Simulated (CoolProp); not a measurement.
Vapour pressure (MPa) of dodecamethylpentasiloxane (MD3M): the reference equation beside estimates from Tc = 354.9 °C, pc = 0.9540 MPa, ω = 0.730.

The numbers come from the reference Helmholtz-energy equation of state, Thol 2019 in CoolProp.

```tsv
T (°C)	reference	van der Waals	Redlich-Kwong
191.75	0.03837	0.2529	0.1315
200.55	0.04889	0.2770	0.1520
209.35	0.06158	0.3025	0.1747
218.15	0.07674	0.3295	0.1997
226.95	0.09469	0.3580	0.2271
235.75	0.1158	0.3880	0.2569
244.65	0.1406	0.4199	0.2897
253.45	0.1691	0.4530	0.3248
```

Absolute difference from the reference over all 8 rows, mean and median: van der Waals 328.2 and 303.7 %, Redlich-Kwong 157.2 and 150.0 %.
